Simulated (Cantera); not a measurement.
## S + H2O (abatement and gas-phase synthesis)

Feed: 1 mol S, 0.06 mol H2O, at 0.0210 bar.

Equilibrium computed with Cantera from the NASA thermochemical tables; the gas is ideal and each condensed phase is pure. Candidate condensed phases: H2O, H2SO4, S; 19 gas species. The numbers say what is thermodynamically allowed, not how fast it happens.

```json
[
 {"T (K)": "2200", "x S2": "0.748", "x S": "0.0625", "x SO": "0.0561", "x H": "0.0101", "x H2": "0.0674", "x SH": "0.0240", "x SO2": "0.0148", "x H2O": "0.0120"},
 {"T (K)": "2250", "x S2": "0.727", "x S": "0.0803", "x SO": "0.0604", "x H": "0.0132", "x H2": "0.0660", "x SH": "0.0256", "x SO2": "0.0130", "x H2O": "0.0102"},
 {"T (K)": "2300", "x S2": "0.703", "x S": "0.102", "x SO": "0.0641", "x H": "0.0169", "x H2": "0.0639", "x SH": "0.0270", "x SO2": "0.0112", "x H2O": "0.00852"},
 {"T (K)": "2350", "x S2": "0.675", "x S": "0.127", "x SO": "0.0671", "x H": "0.0213", "x H2": "0.0613", "x SH": "0.0281", "x SO2": "0.00960", "x H2O": "0.00705"},
 {"T (K)": "2400", "x S2": "0.643", "x S": "0.157", "x SO": "0.0695", "x H": "0.0264", "x H2": "0.0580", "x SH": "0.0289", "x SO2": "0.00814", "x H2O": "0.00576"},
 {"T (K)": "2450", "x S2": "0.609", "x S": "0.190", "x SO": "0.0710", "x H": "0.0322", "x H2": "0.0541", "x SH": "0.0292", "x SO2": "0.00683", "x H2O": "0.00464"},
 {"T (K)": "2500", "x S2": "0.570", "x S": "0.228", "x SO": "0.0719", "x H": "0.0387", "x H2": "0.0497", "x SH": "0.0292", "x SO2": "0.00570", "x H2O": "0.00369"},
 {"T (K)": "2550", "x S2": "0.529", "x S": "0.270", "x SO": "0.0720", "x H": "0.0456", "x H2": "0.0449", "x SH": "0.0286", "x SO2": "0.00472", "x H2O": "0.00289"},
 {"T (K)": "2600", "x S2": "0.484", "x S": "0.315", "x SO": "0.0714", "x H": "0.0529", "x H2": "0.0399", "x SH": "0.0276", "x SO2": "0.00390", "x H2O": "0.00223"},
 {"T (K)": "2650", "x S2": "0.438", "x S": "0.363", "x SO": "0.0703", "x H": "0.0602", "x H2": "0.0347", "x SH": "0.0261", "x SO2": "0.00321", "x H2O": "0.00170"},
 {"T (K)": "2700", "x S2": "0.391", "x S": "0.412", "x SO": "0.0686", "x H": "0.0675", "x H2": "0.0296", "x SH": "0.0242", "x SO2": "0.00265", "x H2O": "0.00128"}
]
```
x: gas mole fraction; nothing condenses.

From 2200 K to 2700 K nothing is condensed.
